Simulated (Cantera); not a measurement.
An adiabatic, constant-volume homogeneous reactor starts with CH4 : CO : O2 : N2 = 2.1 : 0.57 : 3.94 : 14.8 (molar parts), equivalence ratio 1.1, at 1525 K and 9.87 atm.

Computed with Cantera and GRI-Mech 3.0 (53 species, 325 reactions). Above 3000 K some thermodynamic fits are extrapolated.

Problem. Predict: time of steepest temperature rise; temperature at 3.00 s; equilibrium temperature; x(CO) at 3.00 s; x(O2) at 3.00 s; x(N2O) at 3.00 s; x(NO) at 3.00 s.

Solution. 
```
Quantity                                                            Result
---------------------------------  ---------------------------------------
time of steepest temperature rise                                 0.157 ms
temperature at 3.00 s                                               3142 K
equilibrium temperature                                             3142 K
x(CO) at 3.00 s                      0.0650 (gas-phase equilibrium 0.0650)
x(O2) at 3.00 s                    0.00969 (gas-phase equilibrium 0.00969)
x(N2O) at 3.00 s                   2.68e-6 (gas-phase equilibrium 2.68e-6)
x(NO) at 3.00 s                      0.0111 (gas-phase equilibrium 0.0111)
```
